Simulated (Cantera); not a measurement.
Input: 1 mol Si, 0.54 mol N₂O, 130 mol H₂, at 1623.15 K and 0.950 bar.

Method: chemical equilibrium by Gibbs-energy minimisation in Cantera with the NASA 1993 tables (ideal gas, pure condensed phases). Candidate condensed phases: H₂O, Si, SiO₂, Si₂N₂O, Si₃N₄; 35 gas species. Kinetics and transport are ignored.

Base state: H₂ 0.999, N₂ 0.000559, SiO 0.000505, H 7.10e-5, H₂O 5.50e-5 (mole fractions); condensed: Si₂N₂O(s).

### Question
What changes in the equilibrium state with this change: temperature from 1623.15 K to 1975 K?

### Answer
| species | before | after |
|---|---|---|
| H₂ | 0.999 | 0.990 |
| N₂ | 0.000559 | 0.00412 |
| SiO | 0.000505 | 0.00411 |
| Si | 3.93e-9 | 3.40e-5 |
| SiH | 7.67e-9 | 2.38e-5 |
| SiH₂ | 1.54e-7 | 9.10e-5 |
| Si₂N₂O(s), mol | 0.467 | 0 |
| Si(l), mol | 0 | 0.440 |
Gases not in the tables: Si₂H₆ and higher silanes.
